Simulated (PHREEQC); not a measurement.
Solution (20 °C): 0.15 mol/kgw HF, 0.0053 mol/kgw KF and 0.00018 mol/kgw (NH4)2SiF6. Closed to the air; pH follows from the charge balance.

All values are PHREEQC results (ion-association model, wateq4f.dat), not measurements.

Precipitation was switched off in this run.

Order these F species by the share of F that they hold, largest first: SiF6-2, HF, H2F2, HF2-, F-.

HF (57 %), H2F2 (32 %), F- (6.4 %), HF2- (4.2 %), SiF6-2 (0.69 %)

The pH is 2.14 and the ionic strength 0.0139 mol/kgw. wateq4f.dat counts part of the HF as a dimer, H2F2, which phreeqc.dat doesn't know; its constant is uncertain. SiF6-2 is the database's only silicon fluoride.
